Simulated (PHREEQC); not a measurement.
Dissolve 78 mmol/kgw LiBr and 0.084 mmol/kgw Na2B4O7 at 25 °C. Closed to the air; pH follows from the charge balance.

Model: ion-association model, phreeqc.dat, run in PHREEQC.

```tsv
quantity	before	after
pH	9.06	8.61
ionic strength (mol/kgw)	0.0782	0.0782
H3BO3 (mol/kgw)	0.000183	0.000219
H2BO3- (mol/kgw)	0.000153	0.000117
```

Task: Name the change that produced these shifts.
(A) diluted 2-fold with water
(B) Na2B4O7 from 8.4e-05 to 7.56e-05 mol/kgw
(C) diluted 5-fold with water
(D) temperature from 25 to 60 °C
(E) LiBr left out

Result: D, temperature from 25 to 60 °C

This is a speciation only: nothing precipitates in the calculation. At this temperature some constants are extrapolated from 25 °C, and those without enthalpy data are left unchanged.
